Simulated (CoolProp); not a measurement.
The numbers come from the reference Helmholtz-energy equation of state, Lemmon 2003 in CoolProp. It is a pseudo-pure fit of the blend.

Q: For R410A, give the phase and the speed of sound (m/s) at -49.25 °C and 0.0147 MPa.

A: 
- -49.25 °C and 0.0147 MPa: gas; speed of sound 175
